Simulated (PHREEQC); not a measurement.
A PHREEQC input (ion-association model, phreeqc.dat):

```
SOLUTION 1
  temp 25
  units mg/L
  pH 12.5
  pe 11.8
  Na 0.0441
  K 0.0467
  Ca 0.00522
  Mg 0.00549
  Cl 0.0625
  S(6) 0.0785 as SO4
  Alkalinity 0.0323 as HCO3
  Zn 0.000302
  Ba 0.00214
  Cu(2) 2.95e-05
  Pb 0.0116
END
USE solution 1
EQUILIBRIUM_PHASES 1
  Gypsum 0 0
  CO2(g) -3.4 10
END
```

It stops with these messages:

```
WARNING: Maximum iterations exceeded, 100
WARNING: Maximum iterations exceeded, 100
WARNING: The program has failed to converge to a numerical solution.
ERROR:           Alkalinity has not converged. Total: 5.296275e-07	Calculated: 1.764214e-06	Residual: -1.234587e-06
ERROR: Is non-carbonate alkalinity greater than total alkalinity?
ERROR:                   Ba has not converged. Total: 1.559016e-08	Calculated: 7.904197e-09	Residual: 7.685961e-09
ERROR:                   Ca has not converged. Total: 1.303096e-07	Calculated: 5.428611e-08	Residual: 7.602354e-08
ERROR:                   Cl has not converged. Total: 1.763847e-06	Calculated: 1.708422e-06	Residual: 5.542489e-08
ERROR:                Cu(2) has not converged. Total: 4.644806e-10	Calculated: 3.411295e-11	Residual: 4.303676e-10
ERROR:                    K has not converged. Total: 1.194955e-06	Calculated: 1.157200e-06	Residual: 3.775540e-08
ERROR:                   Mg has not converged. Total: 2.259360e-07	Calculated: 1.589341e-08	Residual: 2.100426e-07
ERROR:                   Na has not converged. Total: 1.919275e-06	Calculated: 1.861219e-06	Residual: 5.805592e-08
ERROR:                   Pb has not converged. Total: 5.601740e-08	Calculated: 1.568099e-10	Residual: 5.586059e-08
ERROR:                 S(6) has not converged. Total: 8.176035e-07	Calculated: 4.485702e-07	Residual: 3.690334e-07
ERROR:                   Zn has not converged. Total: 4.622344e-09	Calculated: 1.407843e-11	Residual: 4.608265e-09
ERROR:               A(H2O) Activity of water has not converged. 	Residual: 5.772609e+00
ERROR: Model failed to converge for initial solution  1.
```

Task: What went wrong, and how is it mended?

Result: The fault: pH typed as 12.5 with the alkalinity kept. The line should read `pH 6.59` where the input has `pH 12.5`. With the mend the run ends at pH 5.66 and ionic strength 7.42e-6 mol/kgw.
